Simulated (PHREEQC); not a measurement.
0.86 g of hydrous ferric oxide (600 m²/g; 0.2 weak and 0.005 strong sites per Fe, Dzombak-Morel constants, diffuse double layer) in 1 kg of water with 0.005 mol/kgw of an inert sodium salt and 6e-05 mol/kgw Ag2SO4, at 25 °C; the pH is set by adding NaOH or the inert anion's acid. O2 is buffered at 0.21 atm. CO2 from the air is kept out. Nothing may precipitate in this run.

Model: ion-association model, wateq4f.dat, run in PHREEQC.

| pH | S sorbed (%) | Ag sorbed (%) | surface charge σ (C/m²) | surface potential ψ (mV) |
|---|---|---|---|---|
| 4 | 100.0 | 0.4 | 0.176 | 189 |
| 4.67 | 100.0 | 2.2 | 0.110 | 166 |
| 5.33 | 99.7 | 9.0 | 0.064 | 139 |
| 6 | 96.9 | 22.4 | 0.034 | 108 |
| 6.67 | 71.1 | 35.4 | 0.017 | 75 |
| 7.33 | 16.5 | 46.1 | 0.008 | 43 |
| 8 | 1.1 | 64.0 | 0.001 | 6 |
| 8.67 | 0.1 | 85.4 | -0.005 | -31 |
| 9.33 | 0.0 | 96.0 | -0.015 | -68 |
| 10 | 0.0 | 99.1 | -0.031 | -102 |
| 10.67 | 0.0 | 99.8 | -0.059 | -133 |
| 11.33 | 0.0 | 99.9 | -0.111 | -157 |
| 12 | 0.0 | 99.9 | -0.210 | -170 |
